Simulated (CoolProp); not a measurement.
Vapour-liquid equilibrium of n-butane (1) + benzene (2) at 3.23 bar; x and y are mole fractions of (1).

The numbers come from the multi-fluid Helmholtz-energy mixture model, Bücker 2006 and Thol 2012; pair parameters Bell 2016 in CoolProp.

```json
[
 {"x": "0.05", "bubble temperature, mixture model (°C)": "110.3", "bubble temperature, Raoult's law (°C)": "111.1", "y, mixture model": "0.288", "y, Raoult's law": "0.292"},
 {"x": "0.2", "bubble temperature, mixture model (°C)": "81.0", "bubble temperature, Raoult's law (°C)": "85.5", "y, mixture model": "0.721", "y, Raoult's law": "0.704"},
 {"x": "0.35", "bubble temperature, mixture model (°C)": "63.5", "bubble temperature, Raoult's law (°C)": "69.0", "y, mixture model": "0.865", "y, Raoult's law": "0.857"},
 {"x": "0.5", "bubble temperature, mixture model (°C)": "53.1", "bubble temperature, Raoult's law (°C)": "57.4", "y, mixture model": "0.923", "y, Raoult's law": "0.926"},
 {"x": "0.65", "bubble temperature, mixture model (°C)": "46.2", "bubble temperature, Raoult's law (°C)": "48.6", "y, mixture model": "0.953", "y, Raoult's law": "0.963"},
 {"x": "0.8", "bubble temperature, mixture model (°C)": "40.9", "bubble temperature, Raoult's law (°C)": "41.7", "y, mixture model": "0.974", "y, Raoult's law": "0.984"},
 {"x": "0.95", "bubble temperature, mixture model (°C)": "36.1", "bubble temperature, Raoult's law (°C)": "36.1", "y, mixture model": "0.993", "y, Raoult's law": "0.997"}
]
```

The largest gap from Raoult's law is -5.5 K in bubble temperature, at x = 0.35. No azeotrope shows between x = 0.05 and 0.95.

Pair parameters are fitted to limited data, so mixtures are less certain than the pure fluids.
